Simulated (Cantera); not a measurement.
Input: 1 mol PbO, 6.3 mol N2.

Equilibrium computed with Cantera from the NASA thermochemical tables; the gas is ideal and each condensed phase is pure. Candidate condensed phases: Pb, PbO, PbO2, Pb3O4; 12 gas species. Rates play no part.

Stable condensed phases, one row left out:

```
T in °C \ P in Pa
              10      52     270    1400    7200   37000  190000 1000000
   1227        A       A       A       A       A       B       B       B
   1177        A       A       A       A       B       B       B       B
   1127        A       A       A       A       B       B       B       B
   1077        A       A       A       B       B       B       B       B
   1027        A       A       A       B       B       B       B       B
    977        A       A       B       B       B       B       B       B
    927        A       A       B       B       B       B       B       B
    827        B       B       B       B       B       B       B       B
    777        B       B       B       B       B       B       B       B
```

A: gas only; B: PbO.

### Question
Give the row for 877 °C.

### Answer
10: gas only; 52: PbO; 270: PbO; 1400: PbO; 7200: PbO; 37000: PbO; 190000: PbO; 1000000: PbO.
